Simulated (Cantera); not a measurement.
What does this Cantera script print?

```python
import numpy as np
import cantera as ct

gas_names = """
    C CO CO2 C2 C2O C3 C3O2 C4 C5 O O2 O3 Ta TaO TaO2
""".split()
cond_names = """
    C(gr) Ta(cr) Ta(L) TaC(s) TaC(L) Ta2O5(s) Ta2O5(L)
""".split()


# ... load() reads the species with a 1 bar reference pressure and builds the phases ...
atoms = {
    'Ta': {'Ta': 1},
    'CO2': {'C': 1, 'O': 2},
}
top_T = {'C(gr)': 4500}  # K; cautious upper limits of use, not melting points


# ... equilibrate(T, P, feed) seeds the gas with the atoms and calls Mixture.equilibrate('TP', solver="vcs", rtol=1e-11, max_steps=5000) ...
results = []
T = 1675  # K
P = 800000  # Pa
for m in [0.89, 1.1, 1.4, 1.7, 2.1, 2.6, 3.2, 4, 4.9, 6.1, 7.5, 9.3]:
    feed = {'Ta': 1, 'CO2': m}  # mol
    mix = equilibrate(T, P, feed)
    results.append((T, P, feed, dict(zip(mix.species_names, mix.species_moles))))
    x = sorted(zip(gas.X, gas.species_names), reverse=True)
    print(f"T = {T:g} K  P = {P:g} Pa  n(CO2) = {m:g} mol  gas = {mix.phase_moles(0):.4g} mol")
    print("   x: " + "  ".join(f"{s} {v:.3e}" for v, s in x if v > 1e-06))
    print("   condensed (mol): " + ("  ".join(f"{mix.phase(i).name} {mix.phase_moles(i):.4g}"
          for i in range(1, mix.n_phases) if mix.phase_moles(i) > 1e-12) or "none"))
```

It prints:

```
T = 1675 K  P = 800000 Pa  n(CO2) = 0.89 mol  gas = 0.4295 mol
   x: CO 9.963e-01  CO2 3.698e-03
   condensed (mol): TaC(s) 0.4605  Ta2O5(s) 0.2698
T = 1675 K  P = 800000 Pa  n(CO2) = 1.1 mol  gas = 0.6993 mol
   x: CO 9.963e-01  CO2 3.698e-03
   condensed (mol): TaC(s) 0.4007  Ta2O5(s) 0.2996
T = 1675 K  P = 800000 Pa  n(CO2) = 1.4 mol  gas = 1.085 mol
   x: CO 9.963e-01  CO2 3.698e-03
   condensed (mol): TaC(s) 0.3154  Ta2O5(s) 0.3423
T = 1675 K  P = 800000 Pa  n(CO2) = 1.7 mol  gas = 1.47 mol
   x: CO 9.963e-01  CO2 3.698e-03
   condensed (mol): TaC(s) 0.2301  Ta2O5(s) 0.3849
T = 1675 K  P = 800000 Pa  n(CO2) = 2.1 mol  gas = 1.984 mol
   x: CO 9.963e-01  CO2 3.698e-03
   condensed (mol): TaC(s) 0.1164  Ta2O5(s) 0.4418
T = 1675 K  P = 800000 Pa  n(CO2) = 2.6 mol  gas = 2.6 mol
   x: CO 9.615e-01  CO2 3.846e-02
   condensed (mol): Ta2O5(s) 0.5
T = 1675 K  P = 800000 Pa  n(CO2) = 3.2 mol  gas = 3.2 mol
   x: CO 7.813e-01  CO2 2.187e-01
   condensed (mol): Ta2O5(s) 0.5
T = 1675 K  P = 800000 Pa  n(CO2) = 4 mol  gas = 4 mol
   x: CO 6.250e-01  CO2 3.750e-01
   condensed (mol): Ta2O5(s) 0.5
T = 1675 K  P = 800000 Pa  n(CO2) = 4.9 mol  gas = 4.9 mol
   x: CO 5.102e-01  CO2 4.898e-01
   condensed (mol): Ta2O5(s) 0.5
T = 1675 K  P = 800000 Pa  n(CO2) = 6.1 mol  gas = 6.1 mol
   x: CO2 5.902e-01  CO 4.098e-01
   condensed (mol): Ta2O5(s) 0.5
T = 1675 K  P = 800000 Pa  n(CO2) = 7.5 mol  gas = 7.5 mol
   x: CO2 6.667e-01  CO 3.333e-01
   condensed (mol): Ta2O5(s) 0.5
T = 1675 K  P = 800000 Pa  n(CO2) = 9.3 mol  gas = 9.3 mol
   x: CO2 7.312e-01  CO 2.688e-01
   condensed (mol): Ta2O5(s) 0.5
```

Equilibrium computed with Cantera from the NASA thermochemical tables; the gas is ideal and each condensed phase is pure. Mutual solubility and eutectic melting of coexisting phases are not modelled. TaC: taken at fixed stoichiometry. Condensed phases not in the tables: Ta2C.
